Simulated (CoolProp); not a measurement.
Saturated liquid density (kg/m³) of CHF3 (R23): the reference equation beside estimates from Tc = 299.3 K, pc = 48.32 bar, ω = 0.263. Rackett uses Z = 0.29056 − 0.08775 ω.

Model: reference Helmholtz-energy equation of state, Penoncello 2003, in CoolProp.

```csv
T (K),reference,Rackett,van der Waals,Redlich-Kwong,Soave-Redlich-Kwong,Peng-Robinson
153.5,1582,1487,884.8,1313,1343,1511
160.7,1557,1464,872.4,1292,1325,1492
167.9,1531,1441,859.6,1271,1306,1472
175,1506,1418,846.6,1248,1286,1451
182.2,1479,1393,832.9,1225,1265,1428
189.4,1452,1368,818.7,1200,1242,1404
196.6,1425,1343,804.0,1174,1219,1378
203.8,1396,1316,788.6,1147,1193,1350
211,1367,1289,772.5,1119,1166,1321
218.1,1337,1261,756.0,1089,1138,1290
225.3,1306,1231,738.3,1058,1108,1256
232.5,1273,1200,719.7,1024,1075,1219
```

Absolute difference from the reference over all 12 rows, mean and median: Rackett 5.8 and 5.8 %, van der Waals 43.7 and 43.6 %, Redlich-Kwong 17.8 and 17.5 %, Soave-Redlich-Kwong 14.8 and 14.7 %, Peng-Robinson 3.7 and 3.6 %.
